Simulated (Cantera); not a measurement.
# Si + HF (silicon etching in halogen gases)

Input: 1 mol Si, a varied amount of HF, at 852 °C and 100 Torr.

Equilibrium computed with Cantera from the NASA thermochemical tables; the gas is ideal and each condensed phase is pure. Candidate condensed phases: Si; 25 gas species. The tables' values for SiF3, SiF2 are old estimates; treat these amounts as uncertain. Equilibrium is a limit: real reactors are often held back by kinetics, nucleation or transport.

From 1.4 mol HF to 3.6 mol HF the condensed part is Si(s). From 4.1 mol HF to 6.3 mol HF nothing is condensed. The main Si-bearing gas is SiF4 throughout.

```tsv
n(HF) (mol)	log p H2	log p HF	log p SiF4	log p SiHF3	n Si(s)
1.4	-1.06	-4.79	-1.38	-2.52	0.643
1.9	-1.06	-4.79	-1.38	-2.52	0.516
2.3	-1.06	-4.79	-1.38	-2.52	0.414
2.8	-1.06	-4.79	-1.38	-2.52	0.286
3.2	-1.06	-4.79	-1.38	-2.52	0.184
3.6	-1.06	-4.79	-1.38	-2.52	0.0820
4.1	-1.07	-2.37	-1.37	-4.94	0
4.5	-1.12	-1.72	-1.42	-5.69	0
5	-1.18	-1.48	-1.48	-6.05	0
5.4	-1.22	-1.37	-1.52	-6.24	0
5.9	-1.26	-1.29	-1.57	-6.42	0
6.3	-1.30	-1.24	-1.60	-6.54	0
```
log p: log10 of the partial pressure in bar; n: condensed amount in mol.
